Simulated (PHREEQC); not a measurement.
Solution (10 °C and 500 atm): 27 mmol/kgw (NH4)2SO4. Closed to the air; pH follows from the charge balance.

All values are PHREEQC results (ion-association model, phreeqc.dat), not measurements.

This is a speciation only: nothing precipitates in the calculation.

Question: Estimate the pH.

Answer: pH 5.71.

Question: In which forms is N present?

Answer: NH4+ 90 %, NH4SO4- 9.7 % of the N.

Under pressure, the constants of complexes without a molar volume in the database are unreliable. At this temperature some constants are extrapolated from 25 °C, and those without enthalpy data are left unchanged.
